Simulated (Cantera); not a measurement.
Silicon carbide growth: (CH₃)₂SiCl₂ + H₂

A closed system holds: 1 mol (CH₃)₂SiCl₂, 23 mol H₂, held at 1950 K and 330 Pa.

These are equilibrium values from Cantera (NASA tables, ideal gas, pure condensed phases), not measurements of a reactor. Candidate condensed phases: C, C₆H₆, C₇H₈, C₈H₁₈, Si, SiC; 109 gas species. The feed counts by its element totals alone. The tables' values for SiCl are old estimates; treat these amounts as uncertain. Equilibrium is a limit: real reactors are often held back by kinetics, nucleation or transport.

The x(H₂) is 0.907, the x(HCl) comes out as 0.0709 and the x(H) comes out as 0.0190. The x(Cl) is 0.00111 and the x(SiCl₂) comes out as 0.000638. The x(C₂H₂ (acetylene)) is 0.000496 and the x(Si) is 0.000327. The x(SiCl) comes out as 5.32e-5 and the x(SiH) comes out as 1.37e-5. The n(C(graphite)) is 1.00 mol, the n(SiC(s)) is 0.971 mol and the gas amount is 27.28 mol. The log10 activity of Si(l) (absent) comes out as -1.34.
